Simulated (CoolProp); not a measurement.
Computed with CoolProp (reference Helmholtz-energy equation of state, Span 2003). It is a short technical equation, of lower accuracy than the large ones.

Give the vapour pressure (MPa), liquid density (kg/m³), enthalpy of vaporisation (kJ/kg) of saturated n-heptane at 288.6 K.


```tsv
T (K)	p (MPa)	liquid density (kg/m³)	enthalpy of vaporisation (kJ/kg)
288.6	0.00371	688	371
```
